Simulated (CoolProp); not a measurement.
n-octane along the isobar 2.7 MPa: density (kg/m³) from the reference equation and from simpler models built on Tc = 568.7 K, pc = 2.484 MPa, ω = 0.398; each cubic takes its own stable root.

Model: reference Helmholtz-energy equation of state, Beckmüller 2019, in CoolProp.

```tsv
T (K)	phase	reference	van der Waals	Soave-Redlich-Kwong	Peng-Robinson
288.3	liquid	708.7	397.8	606.0	680.7
306.3	liquid	694.4	391.4	596.6	670.7
324.2	liquid	680.0	384.8	586.5	[?]
342.1	liquid	665.3	378.0	575.7	648.3
360	liquid	650.3	370.8	564.1	635.8
378	liquid	634.8	363.3	551.4	622.0
395.9	liquid	618.9	355.4	537.8	607.2
413.8	liquid	602.3	347.1	523.1	590.9
431.7	liquid	585.0	338.3	506.9	573.1
449.7	liquid	566.5	328.8	489.1	[?]
467.6	liquid	[?]	318.5	469.5	531.1
485.5	liquid	[?]	307.3	447.5	506.1
```

### Question
What belongs in the gaps?

### Answer

- 324.2, Peng-Robinson: 659.9
- 449.7, Peng-Robinson: 553.2
- 467.6, reference: 546.9
- 485.5, reference: 525.6
